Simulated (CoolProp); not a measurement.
Properties of octamethyltrisiloxane (MDM) at several states (Tc = 565.4 K, pc = 1.438 MPa, ω = 0.528).

The numbers come from the reference Helmholtz-energy equation of state, Thol 2017 in CoolProp.

| T (K) | p (MPa) | phase | density (kg/m³) | cv (kJ/(kg K)) |
|---|---|---|---|---|
| 378.7 | 0.133 | liquid | 730.9 | 1.668 |
| 441.1 | 1.71 | liquid | 663.4 | 1.827 |
| 253.3 | 0.0737 | liquid | 859.7 | 1.385 |
| 313.5 | 0.13 | liquid | 800.0 | 1.506 |
| 255.2 | 3.87 | liquid | 861.8 | 1.389 |
